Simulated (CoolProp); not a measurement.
Vapour-liquid equilibrium of cyclohexane (1) + p-xylene (2) at 446.9 K; x and y are mole fractions of (1).

Model: multi-fluid Helmholtz-energy mixture model, Zhou 2014 and Zhou 2012; pair parameters Bell 2016, in CoolProp.

| x | bubble pressure (bar) | y at the bubble point | dew pressure at overall composition x (bar) | liquid density (mol/L) |
|---|---|---|---|---|
| 0.05 | 2.777 | 0.168 | 2.500 | 6.773 |
| 0.125 | 3.325 | 0.346 | 2.670 | 6.811 |
| 0.2 | 3.848 | 0.471 | 2.863 | 6.850 |
| 0.275 | 4.349 | 0.565 | 3.085 | 6.888 |
| 0.35 | 4.829 | 0.639 | 3.341 | 6.927 |
| 0.425 | 5.292 | 0.700 | 3.640 | 6.966 |
| 0.5 | 5.742 | 0.752 | 3.991 | 7.006 |
| 0.575 | 6.182 | 0.797 | 4.407 | 7.046 |
| 0.65 | 6.616 | 0.838 | 4.905 | 7.087 |
| 0.725 | 7.047 | 0.875 | 5.500 | 7.129 |
| 0.8 | 7.479 | 0.911 | 6.210 | 7.172 |
| 0.875 | 7.915 | 0.945 | 7.041 | 7.217 |
| 0.95 | 8.359 | 0.978 | 7.984 | 7.264 |

No azeotrope shows between x = 0.05 and 0.95.

The pair parameters rest on a limited set of measurements; away from them the model extrapolates.
